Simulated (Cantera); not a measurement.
An adiabatic, constant-pressure homogeneous reactor starts with 13.6 % CH4, 18.1 % O2, 68.3 % N2, equivalence ratio 1.5, at 1323 K and 21800 Torr.

Cantera simulation using GRI-Mech 3.0 (53 species, 325 reactions); the numbers are that mechanism's predictions, not measurements. The pressure lies above the range GRI-Mech 3.0 was tuned for (to about 10 atm).

Question: Predict: time of steepest temperature rise; temperature at 2.00 s; equilibrium temperature; x(O2) at 2.00 s; x(O) at 2.00 s; x(H2O) at 2.00 s.

Answer: 
| Property | Result |
|---|---|
| time of steepest temperature rise | 0.448 ms |
| temperature at 2.00 s | 2706 K |
| equilibrium temperature | 2706 K |
| x(O2) at 2.00 s | 4.22e-5 (gas-phase equilibrium 4.22e-5) |
| x(O) at 2.00 s | 4.50e-5 (gas-phase equilibrium 4.50e-5) |
| x(H2O) at 2.00 s | 0.172 (gas-phase equilibrium 0.172) |
